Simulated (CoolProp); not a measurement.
R22 along the isobar 19.7 MPa: Z from the reference equation and from simpler models built on Tc = 369.3 K, pc = 4.990 MPa, ω = 0.221; each cubic takes its own stable root.

Model: reference Helmholtz-energy equation of state, Kamei 1995, in CoolProp.

```csv
T (K),phase,reference,van der Waals,Redlich-Kwong,Soave-Redlich-Kwong,Peng-Robinson
305.1,liquid,0.5356,(withheld),(withheld),0.5833,0.5191
315.8,liquid,0.5307,0.7938,0.5894,0.5789,0.5155
326.4,liquid,0.5272,0.7806,0.5856,0.5763,0.5137
337.1,liquid,0.5251,0.7689,0.5833,0.5756,0.5137
347.7,liquid,0.5245,0.7586,0.5825,0.5768,0.5156
358.4,liquid,0.5254,0.7496,0.5832,0.5800,0.5196
369,liquid,0.5279,(withheld),0.5854,0.5853,0.5256
379.7,supercritical,0.5323,0.7356,0.5892,0.5929,(withheld)
390.3,supercritical,0.5387,0.7305,(withheld),0.6027,0.5445
```

**Question.** Some entries are withheld; supply them.

**Answer.** 
- 305.1, van der Waals: 0.8087
- 305.1, Redlich-Kwong: 0.5947
- 369, van der Waals: 0.7420
- 379.7, Peng-Robinson: 0.5339
- 390.3, Redlich-Kwong: 0.5944
